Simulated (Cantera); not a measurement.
An isothermal, constant-pressure homogeneous reactor starts with 0.746 % H2, 82.0 % O2, 17.2 % N2, at 1225 K and 0.00306 atm.

Model: the H2/O2 subset of GRI-Mech 3.0, which has no nitrogen chemistry, integrated in Cantera. Radical loss at walls, strong at low pressure, is not modelled.

x: mole fraction; the columns are a selection and need not sum to one.

```
t (s)         x H2   x O2       x H     x H2O     x HO2       x O
--------  --------  -----  --------  --------  --------  --------
5.00e-5    0.00746  0.820  9.18e-11    <1e-12  1.04e-10  1.23e-11
0.000107   0.00746  0.820  1.72e-10  1.05e-12  2.23e-10  5.11e-11
0.000229   0.00746  0.820  2.89e-10  8.90e-12  4.77e-10  1.97e-10
0.000491   0.00746  0.820  4.21e-10  6.74e-11   1.02e-9  6.67e-10
0.00105    0.00746  0.820  6.00e-10  4.45e-10         …         …
0.00226    0.00746  0.820   1.07e-9   2.74e-9   4.69e-9   6.36e-9
0.00483    0.00746  0.820         …         …         …         …
0.0103     0.00746  0.820   2.34e-8   2.34e-7   2.16e-8   2.32e-7
0.0222     0.00744  0.820   1.64e-6   1.82e-5   5.43e-8   1.66e-5
0.0475    0.000827  0.814  0.000495   0.00573   2.41e-7   0.00521
0.102      2.89e-5  0.813  0.000287   0.00697   1.47e-7   0.00656
0.218      2.78e-5  0.813  0.000276   0.00698   1.45e-7   0.00640
0.467      2.65e-5  0.814  0.000256   0.00700   1.42e-7   0.00608
1.00       2.40e-5  0.814  0.000219   0.00704   1.35e-7   0.00547
```

Q: Some entries are withheld; supply them.

A: 
- 0.00105, x HO2: 2.19e-9
- 0.00105, x O: 2.03e-9
- 0.00483, x H: 3.04e-9
- 0.00483, x H2O: 1.90e-8
- 0.00483, x HO2: 1.00e-8
- 0.00483, x O: 2.60e-8
